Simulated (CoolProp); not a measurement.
Saturated liquid density (kg/m³) of chlorine: the reference equation beside estimates from Tc = 143.7 °C, pc = 76.42 bar, ω = 0.070.

Computed with CoolProp (reference Helmholtz-energy equation of state, Thol 2021).

```tsv
T (°C)	reference	van der Waals	Redlich-Kwong
-72.55	1668	1036	1539
-43.95	1591	995.5	1473
-15.25	1511	951.3	1397
13.35	1428	902.2	___
41.95	___	___	1212
70.65	1236	780.9	1094
99.25	___	700.1	948.5
127.95	935.5	583.9	___
```

### Question
Fill in the missing entries.

### Answer

- 13.35, Redlich-Kwong: 1311
- 41.95, reference: 1338
- 41.95, van der Waals: 846.4
- 99.25, reference: 1113
- 127.95, Redlich-Kwong: 744.0

Absolute difference from the reference over all 8 rows, mean and median: van der Waals 37.2 and 37.1 %, Redlich-Kwong 10.9 and 8.8 %.
